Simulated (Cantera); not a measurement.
Adiabatic ignition

An adiabatic, constant-pressure homogeneous reactor starts with CH4 : C2H6 : C3H8 : O2 : N2 = 1 : 0.17 : 0.2 : 1.63 : 6.14 (molar parts), equivalence ratio 2.2, at 1698 K and 2.80 bar.

Cantera simulation using GRI-Mech 3.0 (53 species, 325 reactions); the numbers are that mechanism's predictions, not measurements. GRI-Mech 3.0 was tuned for natural gas; its chemistry of propane as a main component is partial and can be far from experiment.

| t (s) | T (K) | x CH4 | x C2H6 | x C3H8 | x OH | x H |
|---|---|---|---|---|---|---|
| 4.00e-6 | 1680 | 0.105 | 0.0164 | 0.0153 | 6.45e-5 | 8.27e-5 |
| 8.66e-6 | 1715 | 0.0966 | 0.0127 | 0.00746 | 0.000128 | 0.000165 |
| 1.88e-5 | 2187 | 0.0323 | 0.000349 | 1.44e-6 | 0.000876 | 0.00291 |
| 4.06e-5 | 2645 | 0.00107 | 1.31e-7 | 6.11e-11 | 0.00122 | 0.00721 |
| 8.80e-5 | 2630 | 0.000254 | 7.50e-9 | <1e-12 | 0.00108 | 0.00796 |
| 0.000191 | 2618 | 1.32e-6 | <1e-12 | <1e-12 | 0.00119 | 0.00921 |
| 0.000413 | 2611 | 2.51e-10 | <1e-12 | <1e-12 | 0.00131 | 0.0102 |
| 0.000894 | 2611 | 1.64e-10 | <1e-12 | <1e-12 | 0.00132 | 0.0103 |
| 0.00194 | 2612 | 1.58e-10 | <1e-12 | <1e-12 | 0.00133 | 0.0104 |
| 0.00420 | 2612 | 1.54e-10 | <1e-12 | <1e-12 | 0.00133 | 0.0104 |
| 0.00909 | 2612 | 1.54e-10 | <1e-12 | <1e-12 | 0.00133 | 0.0104 |
| 0.0197 | 2612 | 1.54e-10 | <1e-12 | <1e-12 | 0.00133 | 0.0104 |
| 0.0426 | 2612 | 1.54e-10 | <1e-12 | <1e-12 | 0.00133 | 0.0104 |
| 0.0923 | 2612 | 1.54e-10 | <1e-12 | <1e-12 | 0.00133 | 0.0104 |
| 0.200 | 2612 | 1.54e-10 | <1e-12 | <1e-12 | 0.00133 | 0.0104 |
x: mole fraction; the columns are a selection and need not sum to one.

```json
{
 "time_of_steepest_temperature_rise": "20.3 µs",
 "temperature at 0.200 s": "2612 K",
 "equilibrium_temperature": "2612 K",
 "x(CH4) at 0.200 s": "1.54e-10 (gas-phase equilibrium 1.72e-10)",
 "x(C2H6) at 0.200 s": "<1e-12 (gas-phase equilibrium <1e-12)",
 "x(C3H8) at 0.200 s": "<1e-12 (gas-phase equilibrium <1e-12)"
}
```
